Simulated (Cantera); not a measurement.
# Abatement and gas-phase synthesis: H₂O + O₂

Charge: 1 mol H₂O, 3 mol O₂, held at 1.00 bar.

Method: chemical equilibrium by Gibbs-energy minimisation in Cantera with the NASA 1993 tables (ideal gas, pure condensed phases). Candidate condensed phases: H₂O; 9 gas species. Kinetics and transport are ignored.

From 2298 K to 3498 K nothing is condensed.

```tsv
T (K)	log p O₂	log p O	log p H₂O	log p OH	log p H	log p H₂
2298	-0.13	-2.37	-0.62	-1.81	-3.64	-3.24
2498	-0.14	-1.91	-0.64	-1.53	-3.00	-2.80
2698	-0.15	-1.52	-0.67	-1.30	-2.47	-2.44
2898	-0.18	-1.19	-0.73	-1.12	-2.02	-2.15
3098	-0.23	-0.92	-0.83	-0.99	-1.64	-1.93
3298	-0.30	-0.69	-0.98	-0.91	-1.33	-1.78
3498	-0.40	-0.51	-1.20	-0.90	-1.09	-1.72
```
log p: log10 of the partial pressure in bar; nothing condenses.
